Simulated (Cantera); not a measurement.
A Cantera script and what it prints.

```python
import numpy as np
import cantera as ct

gas_names = """
    H HI H2 I I2
""".split()
cond_names = """
    I2(cr) I2(L)
""".split()


# ... load() reads the species with a 1 bar reference pressure and builds the phases ...
atoms = {
    'HI': {'H': 1, 'I': 1},
    'H2': {'H': 2},
}
top_T = {}  # K; cautious upper limits of use, not melting points


# ... equilibrate(T, P, feed) seeds the gas with the atoms and calls Mixture.equilibrate('TP', solver="vcs", rtol=1e-11, max_steps=5000) ...
results = []
feed = {'HI': 1, 'H2': 0.13}  # mol
P = 1800  # Pa
for T in [1025, 1100, 1175, 1250, 1325, 1400, 1475, 1550, 1625, 1700, 1775]:
    mix = equilibrate(T, P, feed)
    results.append((T, P, feed, dict(zip(mix.species_names, mix.species_moles))))

top = {s: max(r[3][s] / sum(r[3][g] for g in gas_names) for r in results) for s in gas_names}
cols = sorted((s for s in top if top[s] > 1e-05), key=lambda s: -top[s])[:8]
seen = [c for c in cond_names if any(r[3].get(c, 0) > 1e-12 for r in results)]
print("log10 of partial pressures in bar; condensed amounts in mol")
print(f"{'T/K':>10s}" + "".join(f"{s[:9]:>10s}" for s in cols + seen))
for T, P, feed, n in results:
    ng = sum(n[g] for g in gas_names)
    print(f"{T:10.4g}" + "".join(f"{np.log10(max(n[s] / ng * P / 1e5, 1e-99)):10.3f}" for s in cols)
          + "".join(f"{n.get(c, 0):10.4g}" for c in seen))
```

It prints:

```
log10 of partial pressures in bar; condensed amounts in mol
       T/K        HI         I        H2        I2         H
      1025    -1.970    -2.655    -2.391    -2.994    -9.556
      1100    -2.035    -2.446    -2.354    -3.113    -8.765
      1175    -2.120    -2.296    -2.316    -3.280    -8.069
      1250    -2.222    -2.192    -2.280    -3.483    -7.456
      1325    -2.336    -2.121    -2.250    -3.708    -6.912
      1400    -2.455    -2.073    -2.227    -3.940    -6.427
      1475    -2.575    -2.041    -2.210    -4.170    -5.992
      1550    -2.692    -2.019    -2.197    -4.392    -5.600
      1625    -2.804    -2.004    -2.188    -4.604    -5.246
      1700    -2.911    -1.993    -2.182    -4.803    -4.923
      1775    -3.012    -1.985    -2.177    -4.991    -4.627
```

Method: chemical equilibrium by Gibbs-energy minimisation in Cantera with the NASA 1993 tables (ideal gas, pure condensed phases).
